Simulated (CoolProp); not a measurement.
A single-stage vapour-compression cycle with the fluid: evaporating at 328.15 K (dew point), condensing at 366.15 K (bubble point), superheat 0 K, subcooling 5 K, compressor efficiency 0.6, no pressure losses. The same conditions are run with several fluids, on thermodynamics alone (safety and materials aside).

Values from CoolProp's reference Helmholtz-energy equation of state of each fluid (ammonia: Gao 2020; R236FA: Pan 2012; R236EA: Rui 2013; neopentane: Lemmon 2006; R227EA: Lemmon 2016; R152A: Outcalt 1996).

```csv
fluid,cooling COP,pressure ratio,discharge temperature (K),refrigerating effect (kJ/kg),volumetric capacity (kJ/m³)
ammonia,___,2.35,421.0,845,15200
R236FA,3.83,2.50,___,80.7,3640
R236EA,4.03,___,366.2,93.0,___
neopentane,4.12,___,366.2,190,2310
R227EA,3.03,2.35,367.6,___,3930
R152A,3.89,___,384.1,167,7060
```

**Question.** What belongs in the gaps?

**Answer.** 
- ammonia, cooling COP: 4.24
- R236FA, discharge temperature (K): 367.3
- R236EA, pressure ratio: 2.57
- R236EA, volumetric capacity (kJ/m³): 3160
- neopentane, pressure ratio: 2.39
- R227EA, refrigerating effect (kJ/kg): 45.6
- R152A, pressure ratio: 2.29

The compression ends wet for: R236EA; neopentane.
